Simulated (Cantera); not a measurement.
Charge: 1 mol Ca(OH)2, 0.25 mol H2, 0.34 mol CO2, at 1300 Pa.

Equilibrium computed with Cantera from the NASA thermochemical tables; the gas is ideal and each condensed phase is pure. Candidate condensed phases: C, C6H6, C7H8, C8H18, Ca, CaCO3, CaO, Ca(OH)2, H2O; 115 gas species. Equilibrium is a limit: real reactors are often held back by kinetics, nucleation or transport. All values below are at 1825 °C.

Base state: H2O 0.689, CO2 0.134, H2 0.0817, CO 0.0782, OH 0.00772, H 0.00771, O2 0.00187, O 0.000520 (mole fractions); condensed: CaO(s).

What changes in the equilibrium state with this change: H2 from 0.25 to 0.062 mol?


```tsv
species	before	after
H2O	0.689	0.700
CO2	0.134	0.194
CO	0.0782	0.0430
H2	0.0817	0.0315
O2	0.00187	0.0130
OH	0.00772	0.0126
Ca(OH)2	0.000145	0.000147
O	0.000520	0.00137
CaOH	3.25e-5	2.02e-5
H	0.00771	0.00479
CaO(s), mol	1.000	1.000
```

What changes in the equilibrium state with this change: pressure from 1300 Pa to 300 Pa?


```tsv
species	before	after
H2O	0.689	0.664
CO2	0.134	0.127
H2	0.0817	0.0865
H	0.00771	0.0165
OH	0.00772	0.0151
CO	0.0782	0.0816
Ca(OH)2	0.000145	0.000140
Ca	4.57e-6	2.17e-5
O	0.000520	0.00205
O2	0.00187	0.00672
CaOH	3.25e-5	6.97e-5
CaO(s), mol	1.000	1.000
```
